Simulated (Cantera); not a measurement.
Feed: 1 mol Si3N4, 1.4 mol F2, 2.8 mol H2, held at 49000 Pa.

These are equilibrium values from Cantera (NASA tables, ideal gas, pure condensed phases), not measurements of a reactor. Candidate condensed phases: Si, Si3N4; 37 gas species. The tables' values for SiF3 are old estimates; treat these amounts as uncertain. Equilibrium is a limit: real reactors are often held back by kinetics, nucleation or transport. All values below are at 1275 K.

Base state: H2 0.703, SiF4 0.173, N2 0.118, HF 0.00305, SiHF3 0.00290, SiF3 0.000635, SiH2F2 2.34e-5, NH3 1.36e-5 (mole fractions); condensed: Si3N4(s).

### Question
What changes in the equilibrium state with this change: F2 from 1.4 to 6.3 mol?

### Answer
```tsv
species	before	after
SiF4	0.173	0.370
H2	0.703	0.308
N2	0.118	0.247
HF	0.00305	0.0742
SiH2F2	2.34e-5	1.63e-8
SiHF3	0.00290	0.000112
SiF3	0.000635	3.71e-5
Si3N4(s), mol	0.766	0
```
